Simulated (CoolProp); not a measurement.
Computed with CoolProp (reference Helmholtz-energy equation of state, Lemmon 2006). It is a short technical equation, of lower accuracy than the large ones.

Task: For C3F8 (R218), give the phase and the cp (kJ/(kg K)) at 418.9 K and 299 kPa.

Result: 
- 418.9 K and 299 kPa: gas; cp 0.956
